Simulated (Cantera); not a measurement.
Feed: 1 mol Si3N4, 1.7 mol Cl2, 32 mol H2, held at 13.0 Pa.

Cantera equilibrium calculation (NASA polynomials, part measured and part estimated; ideal gas, pure solids and liquids). Candidate condensed phases: NH4Cl, Si, Si3N4; 28 gas species. The tables' values for SiCl, SiCl3 are old estimates; treat these amounts as uncertain. Kinetics and transport are ignored.

Q: At 1302 °C, list the 4 most abundant gas species with their mole fractions, and the condensed phases.

A: H2 0.861, HCl 0.0632, N2 0.0559, SiCl2 0.0157. Condensed: Si(s).
